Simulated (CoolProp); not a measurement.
The fluid at 404.58 K and 4.3 MPa expands adiabatically to 0.431 MPa with isentropic efficiency 0.8. The same conditions are run with several fluids, on thermodynamics alone (safety and materials aside).

Values from CoolProp's reference Helmholtz-energy equation of state of each fluid (carbonyl sulfide: Lemmon 2006; CH3F (R41): Lemmon 2006; propylene: Lemmon 2013; R22: Kamei 1995; ammonia: Gao 2020).

```tsv
fluid	work (kJ/kg)	final temperature (K)	final phase	final density (kg/m³)
carbonyl sulfide	68.8	265.8	gas	12.6
CH3F (R41)	128	?	gas	6.99
propylene	106	307.4	gas	7.53
R22	49.6	292.3	gas	16.5
ammonia	249	?	two-phase, vapour fraction 0.967	?
```

Question: Complete the blanks.

Answer: 
- CH3F (R41), final temperature (K): 266.7
- ammonia, final temperature (K): 273.3
- ammonia, final density (kg/m³): 3.59
